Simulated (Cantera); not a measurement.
A closed system holds: 1 mol B2O3, 4.2 mol H2, at 2.60 mbar.

These are equilibrium values from Cantera (NASA tables, ideal gas, pure condensed phases), not measurements of a reactor. Candidate condensed phases: B, B2O3, B3O3H3, H2O; 23 gas species. Rates play no part. All values below are at 1227 °C.

Base state: H2 0.968, HBO2 0.0113, HBO 0.0106, B2O3 0.00834, B2O2 0.000863, H2O 0.000563, H 0.000340, BO 9.69e-5 (mole fractions); condensed: B2O3(l).

Q: What changes in the equilibrium state with this change: pressure from 2.60 mbar to 23.0 mbar?

A: 
```csv
species,before,after
H2,0.968,0.991
HBO,0.0106,0.00405
HBO2,0.0113,0.00341
B2O3,0.00834,0.000943
BO,9.69e-5,1.23e-5
B2O2,0.000863,0.000123
H,0.000340,0.000116
H2O,0.000563,0.000456
"B2O3(l), mol",0.913,0.980
```
